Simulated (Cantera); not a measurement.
Feed: 1 mol MgCO3, 0.054 mol C, 0.011 mol H2, 1.5 mol H2O, at 1177 °C and 90.0 Torr.

These are equilibrium values from Cantera (NASA tables, ideal gas, pure condensed phases), not measurements of a reactor. Candidate condensed phases: C, C6H6, C7H8, C8H18, H2O, Mg, MgCO3, MgO, Mg(OH)2; 116 gas species. The numbers say what is thermodynamically allowed, not how fast it happens.

Base state: H2O 0.571, CO2 0.382, CO 0.0285, H2 0.0179 (mole fractions); condensed: MgO(s).

Q: What changes in the equilibrium state with this change: temperature from 1177 °C to 677 °C?

A: 
| species | before | after |
|---|---|---|
| H2O | 0.571 | 0.556 |
| CO2 | 0.382 | 0.398 |
| H2 | 0.0179 | 0.0332 |
| CO | 0.0285 | 0.0132 |
| MgO(s), mol | 1.00 | 1.00 |
